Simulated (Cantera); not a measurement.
A diamond (100) surface in a fixed gas of H2 with x(CH4) = 0.012, x(CH3) = 0.0008, at 1300 K, 26000 Pa; coverages are run to steady state.

Detailed kinetics in Cantera: the Harris–Goodwin 1993 mechanism for the reconstructed diamond (100) surface.

θ: site fractions in the mechanism's names (c6HH fully hydrogenated, c6H* and c6*H radical sites, c6** diradical, c6HM methylated).

```json
[
 {"x(H)": "0.0001", "growth (µm/h)": "…", "θ c6HH": "0.653", "θ c6H*": "0.0282", "θ c6*H": "0.302", "θ c6**": "0.00338", "θ c6HM": "0.00378"},
 {"x(H)": "0.00024", "growth (µm/h)": "…", "θ c6HH": "0.531", "θ c6H*": "0.0377", "θ c6*H": "0.403", "θ c6**": "0.00898", "θ c6HM": "0.00542"},
 {"x(H)": "0.00059", "growth (µm/h)": "…", "θ c6HH": "0.449", "θ c6H*": "0.0438", "θ c6*H": "0.467", "θ c6**": "0.0187", "θ c6HM": "0.00693"},
 {"x(H)": "0.0014", "growth (µm/h)": "…", "θ c6HH": "0.406", "θ c6H*": "0.0466", "θ c6*H": "0.497", "θ c6**": "0.0294", "θ c6HM": "0.00786"},
 {"x(H)": "0.0035", "growth (µm/h)": "…", "θ c6HH": "0.385", "θ c6H*": "0.0480", "θ c6*H": "0.511", "θ c6**": "0.0382", "θ c6HM": "0.00777"},
 {"x(H)": "0.0085", "growth (µm/h)": "…", "θ c6HH": "0.377", "θ c6H*": "0.0489", "θ c6*H": "0.517", "θ c6**": "0.0434", "θ c6HM": "0.00642"},
 {"x(H)": "0.021", "growth (µm/h)": "…", "θ c6HH": "0.375", "θ c6H*": "0.0500", "θ c6*H": "0.521", "θ c6**": "0.0462", "θ c6HM": "0.00428"},
 {"x(H)": "0.05", "growth (µm/h)": "…", "θ c6HH": "0.374", "θ c6H*": "0.0518", "θ c6*H": "0.522", "θ c6**": "0.0479", "θ c6HM": "0.00239"},
 {"x(H)": "0.12", "growth (µm/h)": "…", "θ c6HH": "0.374", "θ c6H*": "0.0555", "θ c6*H": "0.519", "θ c6**": "0.0496", "θ c6HM": "0.00117"}
]
```

### Question
Complete the blanks.

### Answer

- 0.0001, growth (µm/h): 2.21
- 0.00024, growth (µm/h): 7.34
- 0.00059, growth (µm/h): 18.7
- 0.0014, growth (µm/h): 38.0
- 0.0035, growth (µm/h): 72.1
- 0.0085, growth (µm/h): 123
- 0.021, growth (µm/h): 185
- 0.05, growth (µm/h): 238
- 0.12, growth (µm/h): 275
